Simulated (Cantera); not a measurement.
A perfectly stirred reactor is fed with CO : H2 : CH4 : O2 : N2 = 1 : 0.14 : 0.87 : 1.78 : 6.68 (molar parts), equivalence ratio 1.3, at 4.93 atm; it is adiabatic with a 600 K inlet, and is followed from long to short residence time, starting on the burning branch (τ in s: 0.27, 0.13, 0.061, 0.029, 0.014, 0.0066, 0.0031, 0.0015, 0.00071, 0.00034, 0.00016, 7.6e-05).

Cantera simulation using GRI-Mech 3.0 (53 species, 325 reactions); the numbers are that mechanism's predictions, not measurements.

Q: What does this change do: inlet temperature 600 to 325 K?

A: 
```
quantity                                                                          before                                   after
------------------------------------------------  --------------------------------------  --------------------------------------
blow-out, bracketed by the residence times tried  burning at 76.0 µs, the shortest tried  burning at 76.0 µs, the shortest tried
x(CO) at τ = 0.270 s                                                              0.0804                                  0.0784
x(H2) at τ = 0.270 s                                                              0.0219                                  0.0233
x(CH4) at τ = 0.270 s                                                            1.02e-6                                 7.35e-6
x(CH2O) at τ = 0.270 s                                                           7.67e-8                                 2.32e-7
x(HCO) at τ = 0.270 s                                                            7.03e-8                                 4.35e-8
x(CO) at τ = 3.10 ms                                                              0.0812                                  0.0791
x(H2) at τ = 3.10 ms                                                              0.0222                                  0.0234
x(CH4) at τ = 3.10 ms                                                            2.73e-5                                 6.16e-5
x(CH2O) at τ = 3.10 ms                                                           2.88e-6                                 4.77e-6
x(HCO) at τ = 3.10 ms                                                            3.16e-7                                 3.60e-7
```
